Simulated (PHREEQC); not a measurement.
0.054 g of hydrous ferric oxide (600 m²/g; 0.2 weak and 0.005 strong sites per Fe, Dzombak-Morel constants, diffuse double layer) in 1 kg of water with 0.001 mol/kgw of an inert sodium salt and 0.00021 mol NiCl2 and 2.2e-05 mol NaH2PO4, at 25 °C; the pH is set by adding NaOH or the inert anion's acid. Oxygen alone is held at its pressure in air (log pO2 = -0.68). No CO2 enters from the air. Nothing may precipitate in this run.

All values are PHREEQC results (ion-association model, wateq4f.dat), not measurements.

```
pH    Ni sorbed (%)  P sorbed (%)  surface charge σ (C/m²)  surface potential ψ (mV)
----  -------------  ------------  -----------------------  ------------------------
4               0.0         100.0                    0.094                       187
4.5             0.0         100.0                    0.061                       166
5               0.1         100.0                        …                       142
5.5             0.7         100.0                        …                       117
6               1.7         100.0                    0.014                        91
6.5             5.0          99.9                        …                        67
7                 …          99.8                    0.006                        56
7.5            25.1          99.8                    0.006                        57
8              31.0          99.7                    0.007                        60
8.5            33.7          99.3                    0.007                        61
9              34.7          97.9                    0.007                        59
9.5            34.6          92.6                    0.006                        53
10             33.4             …                        …                        35
10.5           31.0          29.2                    0.001                        11
11             29.3           4.0                   -0.002                       -21
11.5              …           0.2                   -0.012                       -59
12             25.4           0.0                   -0.044                       -98
```

Q: Fill in the missing entries.

A: 
- 5, surface charge σ (C/m²): 0.038
- 5.5, surface charge σ (C/m²): 0.023
- 6.5, surface charge σ (C/m²): 0.008
- 7, Ni sorbed (%): 15.1
- 10, P sorbed (%): 71.3
- 10, surface charge σ (C/m²): 0.003
- 11.5, Ni sorbed (%): 28.3

Along this series the solution becomes supersaturated in solids that the run did not let form, among them Ni(OH)2, Ni3(PO4)2. H3PO4, which wateq4f.dat lacks, is added to it with the constant of phreeqc.dat. The database has no phosphate complexes of Ni.
